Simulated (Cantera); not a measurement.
Feed: 1 mol B, 0.76 mol H2O, 0.055 mol N2, at 1023 K and 1 atm.

Equilibrium computed with Cantera from the NASA thermochemical tables; the gas is ideal and each condensed phase is pure. Candidate condensed phases: B, BN, B2O3, B3O3H3, H2O; 39 gas species. N2 is the only nitrogen source here; it is nearly inert below about 1500 K, so the nitride shown seldom forms there in practice. Mutual solubility and eutectic melting of coexisting phases are not modelled. Rates play no part.

Base state: H2 0.994, B3O3H3 0.00619 (mole fractions); condensed: B(s) + BN(s) + B2O3(l).

### Question
What changes in the equilibrium state with this change: N2 from 0.055 to 2 mol?

### Answer
| species | before | after |
|---|---|---|
| N2 | <1e-9 | 0.697 |
| H2 | 0.994 | 0.300 |
| H2O | 3.26e-8 | 0.00257 |
| B3O3H3 | 0.00619 | <1e-9 |
| NH3 | <1e-9 | 6.97e-5 |
| B(s), mol | 0.379 | 0 |
| BN(s), mol | 0.110 | 0.498 |
| B2O3(l), mol | 0.249 | 0.251 |
Gases not in the tables: H3BO3.
